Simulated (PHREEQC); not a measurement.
0.05 mol of Fluorite (CaF2) is brought to equilibrium with 1 kg of water holding 10 mmol/kgw NaCl, at 20 °C, the pH being set by adding NaOH or HCl. O2 is buffered at 0.21 atm. The system is closed to CO2. The run lets Fluorite, Portlandite precipitate or redissolve, and no other solid.

Equilibrium calculation in PHREEQC: ion-association model, wateq4f.dat.

Predict CaOH+ (mol/kgw) at pH = 5, 7.67, 8.33, 12.33.


| pH | CaOH+ (mol/kgw) |
|---|---|
| 5 | 2.67e-12 |
| 7.67 | 1.24e-9 |
| 8.33 | 5.67e-9 |
| 12.33 | 4.75e-5 |
